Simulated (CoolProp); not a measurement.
Octamethylcyclotetrasiloxane (D4) at 446.82 K and 0.0565 MPa is throttled through a valve to 0.0105 MPa with no heat exchange. Each further row changes one setting.

Computed with CoolProp (reference Helmholtz-energy equation of state, Thol 2015).

| case | temperature change (K) | final density (kg/m³) |
|---|---|---|
| as stated | [?] | 0.847 |
| outlet pressure 0.00315 MPa | [?] | [?] |
| outlet pressure 0.0137 MPa | [?] | [?] |

What belongs in the gaps?


- as stated, temperature change (K): -1.0
- outlet pressure 0.00315 MPa, temperature change (K): -1.1
- outlet pressure 0.00315 MPa, final density (kg/m³): 0.253
- outlet pressure 0.0137 MPa, temperature change (K): -0.9
- outlet pressure 0.0137 MPa, final density (kg/m³): 1.11
